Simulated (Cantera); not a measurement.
Adiabatic ignition

An adiabatic, constant-pressure homogeneous reactor starts with H2 : O2 : N2 = 1 : 0.294 : 3.53 (molar parts), equivalence ratio 1.7, at 1600 K and 3750 Torr.

Computed with Cantera and the H2/O2 subset of GRI-Mech 3.0, which has no nitrogen chemistry. The hydrogen kinetics of GRI-Mech 3.0 are dated; newer H2 mechanisms differ, most at raised pressure.

```json
[
 {"t (s)": "3.00e-6", "T (K)": "1605", "x H2": "0.203", "x O2": "0.0590", "x HO2": "6.40e-5", "x OH": "0.000258", "x H": "0.00266", "x O": "0.000247", "x H2O2": "1.72e-6"},
 {"t (s)": "7.08e-6", "T (K)": "2045", "x H2": "0.0760", "x O2": "0.00211", "x HO2": "3.63e-6", "x OH": "0.00732", "x H": "0.0465", "x O": "0.00328", "x H2O2": "4.67e-7"},
 {"t (s)": "1.67e-5", "T (K)": "2270", "x H2": "0.0831", "x O2": "0.000571", "x HO2": "1.01e-6", "x OH": "0.00493", "x H": "0.0220", "x O": "0.000900", "x H2O2": "1.42e-7"},
 {"t (s)": "3.95e-5", "T (K)": "2372", "x H2": "0.0869", "x O2": "0.000137", "x HO2": "2.63e-7", "x OH": "0.00268", "x H": "0.0105", "x O": "0.000217", "x H2O2": "5.23e-8"},
 {"t (s)": "9.31e-5", "T (K)": "2417", "x H2": "0.0889", "x O2": "3.23e-5", "x HO2": "5.44e-8", "x OH": "0.00137", "x H": "0.00508", "x O": "5.21e-5", "x H2O2": "1.71e-8"},
 {"t (s)": "0.000220", "T (K)": "2434", "x H2": "0.0897", "x O2": "1.09e-5", "x HO2": "1.47e-8", "x OH": "0.000821", "x H": "0.00299", "x O": "1.82e-5", "x H2O2": "6.65e-9"},
 {"t (s)": "0.000519", "T (K)": "2438", "x H2": "0.0899", "x O2": "8.01e-6", "x HO2": "1.00e-8", "x OH": "0.000710", "x H": "0.00258", "x O": "1.35e-5", "x H2O2": "5.03e-9"},
 {"t (s)": "0.00122", "T (K)": "2438", "x H2": "0.0899", "x O2": "7.94e-6", "x HO2": "9.91e-9", "x OH": "0.000707", "x H": "0.00257", "x O": "1.34e-5", "x H2O2": "4.99e-9"},
 {"t (s)": "0.00289", "T (K)": "2438", "x H2": "0.0899", "x O2": "7.94e-6", "x HO2": "9.91e-9", "x OH": "0.000707", "x H": "0.00257", "x O": "1.34e-5", "x H2O2": "4.99e-9"},
 {"t (s)": "0.00682", "T (K)": "2438", "x H2": "0.0899", "x O2": "7.94e-6", "x HO2": "9.91e-9", "x OH": "0.000707", "x H": "0.00257", "x O": "1.34e-5", "x H2O2": "4.99e-9"},
 {"t (s)": "0.0161", "T (K)": "2438", "x H2": "0.0899", "x O2": "7.94e-6", "x HO2": "9.91e-9", "x OH": "0.000707", "x H": "0.00257", "x O": "1.34e-5", "x H2O2": "4.99e-9"},
 {"t (s)": "0.0380", "T (K)": "2438", "x H2": "0.0899", "x O2": "7.94e-6", "x HO2": "9.91e-9", "x OH": "0.000707", "x H": "0.00257", "x O": "1.34e-5", "x H2O2": "4.99e-9"},
 {"t (s)": "0.0897", "T (K)": "2438", "x H2": "0.0899", "x O2": "7.94e-6", "x HO2": "9.91e-9", "x OH": "0.000707", "x H": "0.00257", "x O": "1.34e-5", "x H2O2": "4.99e-9"},
 {"t (s)": "0.212", "T (K)": "2438", "x H2": "0.0899", "x O2": "7.94e-6", "x HO2": "9.91e-9", "x OH": "0.000707", "x H": "0.00257", "x O": "1.34e-5", "x H2O2": "4.99e-9"},
 {"t (s)": "0.500", "T (K)": "2438", "x H2": "0.0899", "x O2": "7.94e-6", "x HO2": "9.91e-9", "x OH": "0.000707", "x H": "0.00257", "x O": "1.34e-5", "x H2O2": "4.99e-9"}
]
```
x: mole fraction; the columns are a selection and need not sum to one.

- time of steepest temperature rise = 4.30 µs
- temperature at 0.500 s = 2438 K
- equilibrium temperature = 2438 K
- x(H2) at 0.500 s = 0.0899 (gas-phase equilibrium 0.0899)
- x(O2) at 0.500 s = 7.94e-6 (gas-phase equilibrium 7.94e-6)
- x(HO2) at 0.500 s = 9.91e-9 (gas-phase equilibrium 9.91e-9)
